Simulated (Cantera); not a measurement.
# Hydrocarbon pyrolysis for carbon deposition

An isothermal, constant-pressure homogeneous reactor starts with C₂H₆ : N₂ = 1 : 1.2 (molar parts), at 1148 K and 1300 Pa.

Model: GRI-Mech 3.0 (53 species, 325 reactions), integrated in Cantera. GRI-Mech 3.0 stops at C3 and has no aromatics, soot or wall deposition, so with more carbon than oxygen in the feed, carbon stays in small species such as C2H2 where larger ones or solid carbon would form. Radical loss at walls, strong at low pressure, is not modelled.

```tsv
t (s)	x C₂H₆	x HCN	x C₂H	x H	x CH₃
2.00e-6	0.455	<1e-12	<1e-12	7.52e-12	7.33e-8
1.43e-5	0.455	<1e-12	<1e-12	4.60e-11	5.23e-7
0.000103	0.455	<1e-12	<1e-12	2.02e-9	3.62e-6
0.000737	0.455	<1e-12	<1e-12	9.50e-8	2.02e-5
0.00528	0.453	<1e-12	<1e-12	1.81e-6	5.42e-5
0.0379	0.417	4.83e-12	2.28e-12	4.83e-6	0.000151
0.271	0.212	9.48e-12	1.80e-11	6.22e-6	0.000115
1.95	0.00467	1.12e-11	5.40e-11	4.05e-6	1.82e-5
13.9	0.000220	1.09e-11	2.65e-11	1.03e-6	3.90e-6
100	0.000103	9.99e-12	5.05e-11	1.09e-6	3.19e-6
```
x: mole fraction; the columns are a selection and need not sum to one.

Equilibrium at this temperature and pressure: C₂H₆ 2.48e-5, HCN 0.0703, C₂H 1.80e-11, H 3.68e-7, CH₃ 2.51e-6 (gas phase only).
